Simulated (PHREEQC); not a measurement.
## Buffer: speciation

Make-up at 3.7 °C: 0.0027 mol/kgw KH2PO4, 0.1 mol/kgw NaF and 0.00038 mol/kgw NaCl. Closed to the air; pH follows from the charge balance.

Computed with PHREEQC (ion-association model, phreeqc.dat).

Each row changes one thing in this solution. This is a speciation only: nothing precipitates in the calculation.

```json
[
 {"case": "as made", "pH": "5.76", "ionic strength (mol/kgw)": "0.100", "Na+ (mol/kgw)": "0.0972", "H2PO4- (mol/kgw)": "0.00253", "HPO4-2 (mol/kgw)": "0.000161", "NaHPO4- (mol/kgw)": "1.18e-5", "SI of Halite (NaCl)": "-6.20", "SI of Sylvite (KCl)": "-7.00"},
 {"case": "NaF from 0.1 to 0.2 mol/kgw", "pH": "5.89", "ionic strength (mol/kgw)": "0.193", "Na+ (mol/kgw)": "0.190", "H2PO4- (mol/kgw)": "0.00242", "HPO4-2 (mol/kgw)": "0.000247", "NaHPO4- (mol/kgw)": "2.86e-5", "SI of Halite (NaCl)": "-5.95", "SI of Sylvite (KCl)": "-7.06"},
 {"case": "KH2PO4 from 0.0027 to 0.00027 mol/kgw", "pH": "6.29", "ionic strength (mol/kgw)": "0.0975", "Na+ (mol/kgw)": "0.0972", "H2PO4- (mol/kgw)": "0.000219", "HPO4-2 (mol/kgw)": "4.75e-5", "NaHPO4- (mol/kgw)": "3.50e-6", "SI of Halite (NaCl)": "-6.20", "SI of Sylvite (KCl)": "-8.00"},
 {"case": "diluted 5-fold with water", "pH": "5.84", "ionic strength (mol/kgw)": "0.0205", "Na+ (mol/kgw)": "0.0199", "H2PO4- (mol/kgw)": "0.000511", "HPO4-2 (mol/kgw)": "2.85e-5", "NaHPO4- (mol/kgw)": "6.52e-7", "SI of Halite (NaCl)": "-7.49", "SI of Sylvite (KCl)": "-8.29"},
 {"case": "NaF left out", "pH": "4.94", "ionic strength (mol/kgw)": "0.00311", "Na+ (mol/kgw)": "0.000380", "H2PO4- (mol/kgw)": "0.00268", "HPO4-2 (mol/kgw)": "1.52e-5", "NaHPO4- (mol/kgw)": "8.95e-9", "SI of Halite (NaCl)": "-8.44", "SI of Sylvite (KCl)": "-6.83"}
]
```

At this temperature some constants are extrapolated from 25 °C, and those without enthalpy data are left unchanged.
